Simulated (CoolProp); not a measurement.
Saturation properties of fluoroethane (R161).

Values from CoolProp's reference Helmholtz-energy equation of state, Wu 2012.

| T (°C) | p (bar) | liquid density (kg/m³) | enthalpy of vaporisation (kJ/kg) |
|---|---|---|---|
| -8.05 | 3.320 | 772.7 | 389.9 |
| -4.75 | 3.723 | 767.2 | 385.5 |
| -1.45 | 4.163 | 761.6 | 381.0 |
| 1.75 | 4.625 | 756.0 | 376.5 |
| 5.05 | 5.142 | 750.1 | 371.8 |
| 8.35 | 5.701 | 744.1 | 366.9 |
| 11.65 | 6.305 | 737.9 | 361.8 |
| 14.85 | 6.935 | 731.7 | 356.8 |
| 18.15 | 7.632 | 725.2 | 351.5 |

It boils at -37.6 °C under 1 atm.
